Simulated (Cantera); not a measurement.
A Cantera script and its output.

```python
import numpy as np
import cantera as ct

gas = ct.Solution("h2o2.yaml")
gas.TPX = 1375, 2666, {'H2': 0.072, 'O2': 1}
reactor = ct.IdealGasConstPressureReactor(gas, energy="off", clone=False)
net = ct.ReactorNet([reactor])
net.rtol, net.atol = 1e-08, 1e-18
show = ['H2', 'O2', 'O', 'H2O', 'OH', 'H', 'H2O2']
times = np.geomspace(7e-05, 2, 13)

steps = ct.SolutionArray(gas, extra=["t"])
rows = []
print(f"{'t/s':>10s}{'T/K':>9s}{'P/Pa':>11s}" + "".join(f"{s:>11s}" for s in show))
for t in times:
    while net.time < t:
        t_next = net.step()
        steps.append(gas.state, t=t_next)
    rows.append([np.interp(t, steps.t, y) for y in (steps.T, steps.P, *steps(*show).X.T)])
    print(f"{t:10.3e}{rows[-1][0]:9.1f}{rows[-1][1]:11.4g}" + "".join(f"{x:11.3e}" for x in rows[-1][2:]))
rate = np.gradient(steps.T, steps.t)
print("integrator steps:", len(steps.t))
if steps.T.max() > steps.T[0] + 200:
    print(f"time of steepest temperature rise: {steps.t[rate.argmax()]:.4e} s")
gas.TPX = 1375, 2666, {'H2': 0.072, 'O2': 1}
gas.equilibrate("TP")
print(f"equilibrium (TP): T = {gas.T:.1f} K  " + "  ".join(f"{s} {gas[s].X[0]:.3e}" for s in show))
```

Result:

```
       t/s      T/K       P/Pa         H2         O2          O        H2O         OH          H       H2O2
 7.000e-05   1375.0       2666  6.716e-02  9.328e-01  2.481e-07  2.503e-07  2.033e-07  1.461e-07  2.052e-10
 1.646e-04   1375.0       2666  6.716e-02  9.328e-01  4.121e-06  5.947e-06  3.290e-06  2.154e-06  1.096e-09
 3.870e-04   1375.0       2666  6.319e-02  9.298e-01  1.832e-03  2.786e-03  1.418e-03  9.473e-04  1.648e-08
 9.101e-04   1375.0       2666  1.592e-03  8.796e-01  4.450e-02  5.697e-02  7.375e-03  9.983e-03  1.599e-07
 2.140e-03   1375.0       2666  1.337e-03  8.836e-01  4.127e-02  5.839e-02  6.883e-03  8.564e-03  1.510e-07
 5.032e-03   1375.0       2666  1.119e-03  8.921e-01  3.374e-02  6.038e-02  6.323e-03  6.369e-03  1.483e-07
 1.183e-02   1375.0       2666  7.500e-04  9.054e-01  2.188e-02  6.341e-02  5.212e-03  3.355e-03  1.374e-07
 2.782e-02   1375.0       2666  3.422e-04  9.190e-01  9.689e-03  6.642e-02  3.543e-03  9.948e-04  1.083e-07
 6.542e-02   1375.0       2666  1.018e-04  9.268e-01  2.837e-03  6.820e-02  1.942e-03  1.583e-04  6.572e-08
 1.538e-01   1375.0       2666  2.391e-05  9.294e-01  6.624e-04  6.895e-02  9.437e-04  1.791e-05  3.161e-08
 3.617e-01   1375.0       2666  5.586e-06  9.301e-01  1.547e-04  6.925e-02  4.573e-04  2.025e-06  1.336e-08
 8.506e-01   1375.0       2666  1.470e-06  9.303e-01  4.078e-05  6.937e-02  2.351e-04  2.744e-07  5.414e-09
 2.000e+00   1375.0       2666  4.572e-07  9.304e-01  1.271e-05  6.943e-02  1.313e-04  4.777e-08  2.305e-09
integrator steps: 1635
equilibrium (TP): T = 1375.0 K  H2 1.358e-07  O2 9.305e-01  O 3.785e-06  H2O 6.946e-02  OH 7.166e-05  H 7.785e-09  H2O2 1.034e-09
```

Cantera simulation using the H2/O2 subset of GRI-Mech 3.0, which has no nitrogen chemistry; the numbers are that mechanism's predictions, not measurements. Radical loss at walls, strong at low pressure, is not modelled. The temperature is held fixed by assumption; the heat of reaction is taken as removed at once.
